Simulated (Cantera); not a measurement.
A jet of H2 : O2 : N2 = 0.029 : 0.1 : 0.79 (molar parts) at 300 K and 0.140 bar hits a platinum plate 7.4 cm away at a mass flux of 0.098 kg/m²/s; the plate temperature is set and raised in steps from an oxygen-covered start.

Model: Deutschmann's 1995 Pt surface mechanism with GRI-Mech 3.0 gas chemistry, integrated in Cantera. Catalytic surfaces can have several steady states; this one follows from the mechanism file's or the stated starting coverage.

x: mole fraction at the wall; θ: surface coverage.

| plate T (K) | wall x H2 | wall x O2 | wall x H2O | wall x OH | θ free Pt | θ O* | θ OH* |
|---|---|---|---|---|---|---|---|
| 700 | ? | 0.0774 | 0.0566 | <1e-8 | 0.0573 | 0.939 | 0.00406 |
| 750 | ? | 0.0771 | 0.0569 | <1e-8 | 0.0699 | 0.927 | 0.00325 |
| 800 | ? | 0.0766 | 0.0576 | <1e-8 | 0.0985 | 0.899 | 0.00287 |
| 850 | ? | 0.0763 | 0.0581 | 1.33e-8 | 0.143 | 0.854 | 0.00263 |
| 900 | ? | 0.0761 | 0.0584 | 4.14e-8 | 0.199 | 0.799 | 0.00239 |
| 950 | ? | 0.0759 | 0.0585 | 1.14e-7 | 0.260 | 0.737 | 0.00215 |
| 1000 | ? | 0.0759 | 0.0584 | 2.83e-7 | 0.326 | 0.672 | 0.00191 |

Task: What belongs in the gaps?

Result: 
- 700, wall x H2: 0.00226
- 750, wall x H2: 0.00194
- 800, wall x H2: 0.00146
- 850, wall x H2: 0.00105
- 900, wall x H2: 0.000783
- 950, wall x H2: 0.000617
- 1000, wall x H2: 0.000509
